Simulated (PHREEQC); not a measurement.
**Ultrapure water in contact with air or piping: an equilibrium model**

A made-up water analysis in mmol/kgw, 16 °C, pH 6.07, pe 2.6: Na 0.00238; K 3.08e-05; Ca 0.000889; Mg 7.95e-05; Cl 0.00312; S(6) 0.000337; Alkalinity (meq/kgw) 0.000597; Li 7.19e-05; Br 5.64e-06; Sr 3.9e-06.

Valence states are taken as typed.

All values are PHREEQC results (ion-association model, phreeqc.dat), not measurements.

This is a speciation only: nothing precipitates in the calculation.

**Question.** What ionic strength, charge-balance error does the model give?

**Answer.** ionic strength 6.57e-6 mol/kgw; charge-balance error 0.3 %.

**Question.** In which forms is C present?

**Answer.** CO2 69 %, HCO3- 31 % of the C.

Species that the database lacks are ignored.
